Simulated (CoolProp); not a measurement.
Computed with CoolProp (reference Helmholtz-energy equation of state, Lemmon 2006). It is a short technical equation, of lower accuracy than the large ones.

Q: Give the vapour pressure (kPa), liquid density (kg/m³), enthalpy of vaporisation (kJ/kg), vapour Z of saturated C2F6 (R116) at 218.7 K.

A: 
```tsv
T (K)	p (kPa)	liquid density (kg/m³)	enthalpy of vaporisation (kJ/kg)	vapour Z
218.7	309	1490	106	0.901
```
